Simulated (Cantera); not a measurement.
## c-C4F8 + HCl + H2 (fluorocarbon and chlorocarbon gases)

Charge: 1 mol c-C4F8, 1.3 mol HCl, 0.41 mol H2, at 0.0105 Torr.

Cantera equilibrium calculation (NASA polynomials, part measured and part estimated; ideal gas, pure solids and liquids). Candidate condensed phases: C, C6H6, C7H8, C8H18; 135 gas species. Ions and electrons are included (thermal ionisation). The feed counts by its element totals alone. The numbers say what is thermodynamically allowed, not how fast it happens.

At 2500 K the condensed part is C(graphite). From 3000 K to 5000 K nothing is condensed. The main C-bearing gas is C3 at 2500 K and C at 5000 K.

| T (K) | log p F | log p C | log p HF | log p H | log p Cl | log p C3 | log p CF | n C(graphite) |
|---|---|---|---|---|---|---|---|---|
| 2500 | -5.08 | -6.78 | -5.60 | -6.39 | -5.74 | -6.30 | -6.57 | 2.53 |
| 3000 | -5.13 | -5.49 | -7.05 | -5.72 | -5.91 | -7.10 | -7.27 | 0 |
| 3500 | -5.14 | -5.44 | -8.53 | -5.72 | -5.93 | -10.28 | -8.61 | 0 |
| 4000 | -5.14 | -5.44 | -9.64 | -5.72 | -5.93 | -12.78 | -9.65 | 0 |
| 4500 | -5.14 | -5.44 | -10.52 | -5.72 | -5.93 | -14.74 | -10.47 | 0 |
| 5000 | -5.14 | -5.46 | -11.22 | -5.72 | -5.93 | -16.33 | -11.14 | 0 |
log p: log10 of the partial pressure in bar; n: condensed amount in mol.
